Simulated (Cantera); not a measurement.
Input (Python, Cantera) and output of one run.

```python
import numpy as np
import cantera as ct

gas_names = """
    H H2 H2S N NH NH2 NH3 N2 N2H2 N2H4 Ni NiS S SH SN S2 S8
""".split()
cond_names = """
    Ni(cr) Ni(L) NiS(b) NiS(a) NiS(L) NiS2(s) NiS2(L) Ni3S2(I) Ni3S2(II) Ni3S2(L) Ni3S4(s) S(cr1) S(cr2)
    S(L)
""".split()


def load(file, names, dense=False):
    # The tables refer to 1 bar. Condensed volumes are neglected.
    table = {s.name: s for s in ct.Species.list_from_file(file)}
    out = []
    for n in names:
        d = dict(table[n].input_data)
        d["thermo"] = dict(d["thermo"], **{"reference-pressure": 1e5})
        if dense:
            d["equation-of-state"] = {"model": "constant-volume", "density": "1e6 g/cm^3"}
        out.append(ct.Species.from_dict(d))
    return out


gas = ct.Solution(thermo="ideal-gas", species=load("nasa_gas.yaml", gas_names))
cond = {s.name: ct.Solution(thermo="fixed-stoichiometry", species=[s], name=s.name)
        for s in load("nasa_condensed.yaml", cond_names, dense=True)}
atoms = {
    'NiS': {'Ni': 1, 'S': 1},
    'H2': {'H': 2},
    'N2': {'N': 2},
}
top_T = {'Ni3S4(s)': 620}  # K; cautious upper limits of use, not melting points


def equilibrate(T, P, feed):
    n = {}
    for name, mol in feed.items():
        for a, k in atoms[name].items():
            n[a] = n.get(a, 0.0) + k * mol
    gas.TPX = T, P, n
    mass = sum(n.values()) * gas.mean_molecular_weight
    gas.equilibrate("TP")
    valid = [c for c in cond.values() if c.min_temp <= T <= top_T.get(c.name, c.max_temp)]
    mix = ct.Mixture([(gas, mass / gas.mean_molecular_weight)] + [(c, 0.0) for c in valid])
    mix.T, mix.P = T, P
    mix.equilibrate("TP", solver="vcs", rtol=1e-11, max_steps=5000)
    return mix


results = []
feed = {'NiS': 1, 'H2': 1100, 'N2': 23}  # mol
for P in [10, 42, 180, 750, 3200, 13000, 56000, 240000, 1000000]:
    for T in [998, 1098, 1198, 1298, 1398, 1498, 1598, 1698, 1798, 1898]:
        mix = equilibrate(T, P, feed)
        results.append((T, P, feed, dict(zip(mix.species_names, mix.species_moles))))

for T, P, feed, n in results:
    print(f"{T:7g} {P:10.4g}  " + (" + ".join(c for c in cond_names if n.get(c, 0) > 1e-12) or "gas only"))
```

Result:

```
    998         10  Ni(cr)
   1098         10  Ni(cr)
   1198         10  Ni(cr)
   1298         10  Ni(cr)
   1398         10  Ni(cr)
   1498         10  Ni(cr)
   1598         10  gas only
   1698         10  gas only
   1798         10  gas only
   1898         10  gas only
    998         42  Ni(cr)
   1098         42  Ni(cr)
   1198         42  Ni(cr)
   1298         42  Ni(cr)
   1398         42  Ni(cr)
   1498         42  Ni(cr)
   1598         42  gas only
   1698         42  gas only
   1798         42  gas only
   1898         42  gas only
    998        180  Ni(cr)
   1098        180  Ni(cr)
   1198        180  Ni(cr)
   1298        180  Ni(cr)
   1398        180  Ni(cr)
   1498        180  Ni(cr)
   1598        180  Ni(cr)
   1698        180  gas only
   1798        180  gas only
   1898        180  gas only
    998        750  Ni(cr)
   1098        750  Ni(cr)
   1198        750  Ni(cr)
   1298        750  Ni(cr)
   1398        750  Ni(cr)
   1498        750  Ni(cr)
   1598        750  Ni(cr)
   1698        750  Ni(cr)
   1798        750  gas only
   1898        750  gas only
    998       3200  Ni(cr)
   1098       3200  Ni(cr)
   1198       3200  Ni(cr)
   1298       3200  Ni(cr)
   1398       3200  Ni(cr)
   1498       3200  Ni(cr)
   1598       3200  Ni(cr)
   1698       3200  Ni(cr)
   1798       3200  Ni(L)
   1898       3200  gas only
    998    1.3e+04  Ni(cr)
   1098    1.3e+04  Ni(cr)
   1198    1.3e+04  Ni(cr)
   1298    1.3e+04  Ni(cr)
   1398    1.3e+04  Ni(cr)
   1498    1.3e+04  Ni(cr)
   1598    1.3e+04  Ni(cr)
   1698    1.3e+04  Ni(cr)
   1798    1.3e+04  Ni(L)
   1898    1.3e+04  Ni(L)
    998    5.6e+04  Ni(cr)
   1098    5.6e+04  Ni(cr)
   1198    5.6e+04  Ni(cr)
   1298    5.6e+04  Ni(cr)
   1398    5.6e+04  Ni(cr)
   1498    5.6e+04  Ni(cr)
   1598    5.6e+04  Ni(cr)
   1698    5.6e+04  Ni(cr)
   1798    5.6e+04  Ni(L)
   1898    5.6e+04  Ni(L)
    998    2.4e+05  Ni(cr)
   1098    2.4e+05  Ni(cr)
   1198    2.4e+05  Ni(cr)
   1298    2.4e+05  Ni(cr)
   1398    2.4e+05  Ni(cr)
   1498    2.4e+05  Ni(cr)
   1598    2.4e+05  Ni(cr)
   1698    2.4e+05  Ni(cr)
   1798    2.4e+05  Ni(L)
   1898    2.4e+05  Ni(L)
    998      1e+06  Ni(cr)
   1098      1e+06  Ni(cr)
   1198      1e+06  Ni(cr)
   1298      1e+06  Ni(cr)
   1398      1e+06  Ni(cr)
   1498      1e+06  Ni(cr)
   1598      1e+06  Ni(cr)
   1698      1e+06  Ni(cr)
   1798      1e+06  Ni(L)
   1898      1e+06  Ni(L)
```

Cantera equilibrium calculation (NASA polynomials, part measured and part estimated; ideal gas, pure solids and liquids).
